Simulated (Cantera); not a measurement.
Cantera run:

```python
import numpy as np
import cantera as ct

gas_names = [...]  # 91 gases of nasa_gas.yaml made of C, Cl, H
cond_names = """
    C(gr) C6H6(L) C7H8(L) C8H18(L),n-octa
""".split()


# ... load() reads the species with a 1 bar reference pressure and builds the phases ...
atoms = {
    'CCl4': {'C': 1, 'CL': 4},
    'H2': {'H': 2},
}
top_T = {'C(gr)': 4500}  # K; cautious upper limits of use, not melting points


# ... equilibrate(T, P, feed) seeds the gas with the atoms and calls Mixture.equilibrate('TP', solver="vcs", rtol=1e-11, max_steps=5000) ...
results = []
feed = {'CCl4': 1, 'H2': 8.4}  # mol
P = 19  # Pa
for T in [1573, 1673, 1773, 1873, 1973, 2073, 2173]:
    mix = equilibrate(T, P, feed)
    results.append((T, P, feed, dict(zip(mix.species_names, mix.species_moles))))

top = {s: max(r[3][s] / sum(r[3][g] for g in gas_names) for r in results) for s in gas_names}
cols = sorted((s for s in top if top[s] > 1e-05), key=lambda s: -top[s])[:7]
seen = [c for c in cond_names if any(r[3].get(c, 0) > 1e-12 for r in results)]
print("log10 of partial pressures in bar; condensed amounts in mol")
print(f"{'T/K':>10s}" + "".join(f"{s[:9]:>10s}" for s in cols + seen))
for T, P, feed, n in results:
    ng = sum(n[g] for g in gas_names)
    print(f"{T:10.4g}" + "".join(f"{np.log10(max(n[s] / ng * P / 1e5, 1e-99)):10.3f}" for s in cols)
          + "".join(f"{n.get(c, 0):10.4g}" for c in seen))
```

It prints:

```
log10 of partial pressures in bar; condensed amounts in mol
       T/K        H2       HCL         H        CL C2H2,acet       C2H     C(gr)
      1573    -3.933    -4.138    -6.357    -6.662    -8.618   -13.581    0.9997
      1673    -3.935    -4.142    -5.911    -6.225    -8.180   -12.465    0.9993
      1773    -3.940    -4.150    -5.516    -5.840    -7.794   -11.478    0.9982
      1873    -3.951    -4.167    -5.166    -5.503    -7.457   -10.600    0.9961
      1973    -3.972    -4.200    -4.856    -5.211    -7.165    -9.817     0.992
      2073    -4.009    -4.258    -4.585    -4.966    -6.921    -9.120    0.9853
      2173    -4.075    -4.354    -4.354    -4.770    -6.731    -8.503    0.9748
```

These are equilibrium values from Cantera (NASA tables, ideal gas, pure condensed phases), not measurements of a reactor.
